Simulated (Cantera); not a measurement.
A freely propagating, adiabatic, planar premixed flame of 37.5 % H₂, 11.0 % O₂, 42.0 % N₂, 9.38 % H₂O, equivalence ratio 1.7, unburnt at 450 K and 13300 Pa; mixture-averaged transport, grid criteria slope 0.08 and curve 0.16, no radiation.

Computed with Cantera and the H2/O2 subset of GRI-Mech 3.0, which has no nitrogen chemistry. Burning velocities carry a grid error of a few per cent, more on coarse grids.

Predict: laminar burning velocity; thermal thickness; peak x(O); peak x(H); peak x(HO₂).


- laminar burning velocity: 395 cm/s
- thermal thickness: 5.24 mm
- peak x(O): 0.00463
- peak x(H): 0.0948
- peak x(HO₂): 0.000113
